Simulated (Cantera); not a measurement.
# Moist CO burnout

An isothermal, constant-pressure homogeneous reactor starts with 1.10 % CO, 0.211 % O2, 6.89 % H2O, 91.8 % N2, at 1373 K and 9.87 atm.

Detailed kinetics in Cantera: GRI-Mech 3.0 (53 species, 325 reactions).

| t (s) | x CO | x O2 | x H2O | x NO2 | x N2O | x CO2 | x HO2 |
|---|---|---|---|---|---|---|---|
| 1.00e-6 | 0.0110 | 0.00211 | 0.0689 | <1e-12 | <1e-12 | 1.34e-10 | 2.65e-11 |
| 7.32e-6 | 0.0110 | 0.00211 | 0.0689 | <1e-12 | <1e-12 | 1.85e-9 | 2.64e-10 |
| 5.35e-5 | 0.0110 | 0.00211 | 0.0689 | <1e-12 | 4.16e-12 | 1.19e-7 | 1.21e-8 |
| 0.000391 | 0.00962 | 0.00175 | 0.0681 | 1.01e-11 | 4.39e-8 | 0.00139 | 6.74e-6 |
| 0.00286 | 0.00310 | 6.76e-6 | 0.0653 | 3.45e-12 | 2.18e-8 | 0.00794 | 2.85e-8 |
| 0.0210 | 0.00242 | 2.52e-7 | 0.0646 | <1e-12 | 1.90e-9 | 0.00862 | 4.26e-10 |
| 0.153 | 0.00211 | 1.74e-8 | 0.0643 | <1e-12 | 5.81e-12 | 0.00893 | 5.94e-12 |
| 1.12 | 0.00182 | 1.66e-10 | 0.0640 | <1e-12 | <1e-12 | 0.00922 | <1e-12 |
| 8.20 | 0.00159 | 1.33e-12 | 0.0638 | <1e-12 | <1e-12 | 0.00945 | <1e-12 |
| 60.0 | 0.00159 | 1.33e-12 | 0.0638 | <1e-12 | <1e-12 | 0.00945 | <1e-12 |
x: mole fraction; the columns are a selection and need not sum to one.

Equilibrium at this temperature and pressure: CO 0.00159, O2 1.33e-12, H2O 0.0638, NO2 <1e-12, N2O <1e-12, CO2 0.00945, HO2 <1e-12 (gas phase only).
